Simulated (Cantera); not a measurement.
A diamond (100) surface in a fixed gas of H2 with x(CH4) = 0.007, x(H) = 0.00089, at 1275 K, 0.0336 atm; coverages are run to steady state.

Computed with Cantera and the Harris–Goodwin 1993 mechanism for the reconstructed diamond (100) surface.

θ: site fractions in the mechanism's names (c6HH fully hydrogenated, c6H* and c6*H radical sites, c6** diradical, c6HM methylated).

| x(CH3) | growth (µm/h) | θ c6HH | θ c6H* | θ c6*H | θ c6** | θ c6HM |
|---|---|---|---|---|---|---|
| 1e-06 | … | 0.439 | 0.0440 | 0.491 | 0.0263 | 2.19e-6 |
| 2.5e-06 | … | 0.439 | 0.0440 | 0.491 | 0.0263 | 5.48e-6 |
| 6.4e-06 | … | 0.439 | 0.0440 | 0.491 | 0.0262 | 1.40e-5 |
| 1.6e-05 | … | 0.439 | 0.0440 | 0.491 | 0.0262 | 3.51e-5 |
| 4.2e-05 | … | 0.438 | 0.0440 | 0.491 | 0.0261 | 9.19e-5 |
| 0.00011 | … | 0.438 | 0.0440 | 0.490 | 0.0258 | 0.000240 |
| 0.00027 | … | 0.438 | 0.0439 | 0.490 | 0.0251 | 0.000583 |
| 0.00068 | … | 0.436 | 0.0437 | 0.488 | 0.0236 | 0.00144 |
| 0.0017 | … | 0.434 | 0.0433 | 0.483 | 0.0204 | 0.00344 |

Problem. Some entries are withheld; supply them.

Solution. 
- 1e-06, growth (µm/h): 0.00277
- 2.5e-06, growth (µm/h): 0.00693
- 6.4e-06, growth (µm/h): 0.0177
- 1.6e-05, growth (µm/h): 0.0443
- 4.2e-05, growth (µm/h): 0.116
- 0.00011, growth (µm/h): 0.300
- 0.00027, growth (µm/h): 0.719
- 0.00068, growth (µm/h): 1.71
- 0.0017, growth (µm/h): 3.75
